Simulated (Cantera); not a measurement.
Feed: 1 mol c-C4F8, 0.029 mol F2, held at 0.0300 bar.

Cantera equilibrium calculation (NASA polynomials, part measured and part estimated; ideal gas, pure solids and liquids). Candidate condensed phases: C; 13 gas species. The feed counts by its element totals alone. Rates play no part.

x: gas mole fraction; n: condensed amount in mol.

```json
[
 {"T (K)": "3000", "x F": "0.784", "x CF": "0.0907", "x CF2": "0.111", "x C3": "0.0104", "x C": "0.00169", "x C2": "…", "x C5": "0.000190", "n C(graphite)": "2.25"},
 {"T (K)": "3025", "x F": "0.787", "x CF": "0.0958", "x CF2": "0.0994", "x C3": "0.0135", "x C": "0.00214", "x C2": "…", "x C5": "0.000267", "n C(graphite)": "2.19"},
 {"T (K)": "3050", "x F": "0.788", "x CF": "0.101", "x CF2": "0.0884", "x C3": "0.0176", "x C": "0.00270", "x C2": "…", "x C5": "0.000373", "n C(graphite)": "2.11"},
 {"T (K)": "3075", "x F": "0.787", "x CF": "0.106", "x CF2": "0.0782", "x C3": "0.0227", "x C": "0.00339", "x C2": "…", "x C5": "0.000518", "n C(graphite)": "1.98"},
 {"T (K)": "3100", "x F": "0.783", "x CF": "0.111", "x CF2": "0.0690", "x C3": "0.0291", "x C": "0.00424", "x C2": "…", "x C5": "0.000715", "n C(graphite)": "1.80"},
 {"T (K)": "3125", "x F": "0.777", "x CF": "0.115", "x CF2": "0.0605", "x C3": "0.0373", "x C": "0.00529", "x C2": "…", "x C5": "0.000982", "n C(graphite)": "1.56"},
 {"T (K)": "3150", "x F": "0.767", "x CF": "0.119", "x CF2": "0.0528", "x C3": "0.0475", "x C": "0.00657", "x C2": "…", "x C5": "0.00134", "n C(graphite)": "1.25"},
 {"T (K)": "3175", "x F": "0.754", "x CF": "0.123", "x CF2": "0.0456", "x C3": "0.0604", "x C": "0.00814", "x C2": "…", "x C5": "0.00182", "n C(graphite)": "0.832"},
 {"T (K)": "3200", "x F": "0.738", "x CF": "0.126", "x CF2": "0.0391", "x C3": "0.0763", "x C": "0.0100", "x C2": "…", "x C5": "0.00247", "n C(graphite)": "0.285"}
]
```

### Question
Complete the blanks.

### Answer

- 3000, x C2: 0.00106
- 3025, x C2: 0.00138
- 3050, x C2: 0.00180
- 3075, x C2: 0.00234
- 3100, x C2: 0.00302
- 3125, x C2: 0.00388
- 3150, x C2: 0.00497
- 3175, x C2: 0.00635
- 3200, x C2: 0.00807
